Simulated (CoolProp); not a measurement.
Vapour-liquid equilibrium of cyclohexane (1) + m-xylene (2) at 169 kPa; x and y are mole fractions of (1).

Model: multi-fluid Helmholtz-energy mixture model, Zhou 2014 and Zhou 2012; pair parameters Bell 2016, in CoolProp.

```tsv
x	bubble temperature, mixture model (K)	bubble temperature, Raoult's law (K)	y, mixture model	y, Raoult's law
0.05	425.4	426.6	0.190	0.175
0.15	413.8	416.5	0.452	0.429
0.25	404.7	408.1	0.615	0.598
0.35	397.6	401.0	0.721	0.715
0.45	391.8	394.8	0.795	0.798
0.55	387.1	389.5	0.849	0.859
0.65	383.1	384.8	0.892	0.906
0.75	379.6	380.6	0.927	0.941
0.85	376.4	376.9	0.958	0.969
0.95	373.4	373.5	0.986	0.991
```

The largest gap from Raoult's law is -3.4 K in bubble temperature, at x = 0.35. No azeotrope shows between x = 0.05 and 0.95.

The pair parameters rest on a limited set of measurements; away from them the model extrapolates.
